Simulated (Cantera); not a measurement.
Input: 1 mol H2O, 2.1 mol H2, 0.55 mol O2, equilibrated at 2350 K and 13300 Pa.

Equilibrium computed with Cantera from the NASA thermochemical tables; the gas is ideal and each condensed phase is pure. Candidate condensed phases: H2O; 9 gas species. Rates play no part.

Base state: H2O 0.660, H2 0.313, H 0.0191, OH 0.00695, O 0.000287, O2 0.000252 (mole fractions); condensed: gas only.

### Question
What changes in the equilibrium state with this change: temperature from 2350 K to 1475 K?

### Answer
```
species    before    after
-------  --------  -------
H2O         0.660    0.677
H2          0.313    0.323
H          0.0191  2.02e-5
O        0.000287    <1e-9
O2       0.000252    <1e-9
OH        0.00695  1.11e-6
```

### Question
What changes in the equilibrium state with this change: H2 from 2.1 to 0.044 mol?

### Answer
| species | before | after |
|---|---|---|
| H2O | 0.660 | 0.620 |
| O2 | 0.000252 | 0.318 |
| OH | 0.00695 | 0.0402 |
| H2 | 0.313 | 0.00826 |
| O | 0.000287 | 0.0102 |
| H | 0.0191 | 0.00310 |
| HO2 | 9.49e-8 | 1.95e-5 |
